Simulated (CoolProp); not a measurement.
Vapour pressure (bar) of dimethyl carbonate: the reference equation beside estimates from Tc = 557.0 K, pc = 49.09 bar, ω = 0.346. Clausius-Clapeyron is anchored at 329.9 K with a constant enthalpy of vaporisation of 35.87 kJ/mol.

Computed with CoolProp (reference Helmholtz-energy equation of state, Zhou 2011).

```tsv
T (K)	reference	Lee-Kesler	Clausius-Clapeyron	van der Waals	Redlich-Kwong	Soave-Redlich-Kwong	Peng-Robinson
293.5	0.05697	0.05213	0.06068	1.930	0.2229	0.05337	0.05718
311.7	0.1404	0.1311	0.1431	2.817	0.4647	0.1333	0.1398
329.9	0.3072	0.2924	0.3072	3.955	0.8762	0.2955	0.3049
348.1	0.6095	0.5907	0.6087	5.374	1.523	0.5938	0.6048
366.3	1.115	1.098	1.127	7.100	2.476	1.099	1.109
384.5	1.908	1.902	1.968	9.161	3.811	1.901	1.902
402.7	3.085	3.107	3.268	11.58	5.605	3.104	3.088
420.9	4.755	4.824	5.193	14.38	7.931	4.828	4.783
439.1	7.043	7.179	7.942	17.58	10.86	7.204	7.118
457.3	10.08	10.30	11.74	21.19	14.47	10.38	10.24
475.5	14.03	14.35	16.85	25.24	18.83	14.50	14.30
493.7	19.06	19.47	23.54	29.74	23.99	19.73	19.49
511.9	25.39	25.88	32.12	34.71	30.03	26.25	25.98
530.1	33.32	33.82	42.90	40.15	36.99	34.22	33.98
548.3	43.30	43.62	56.21	46.08	44.93	43.85	43.74
```

Absolute difference from the reference over all 15 rows, mean and median: Lee-Kesler 2.6 and 1.9 %, Clausius-Clapeyron 12.4 and 9.2 %, van der Waals 601.2 and 202.4 %, Redlich-Kwong 94.6 and 66.8 %, Soave-Redlich-Kwong 2.7 and 2.7 %, Peng-Robinson 1.1 and 0.8 %.
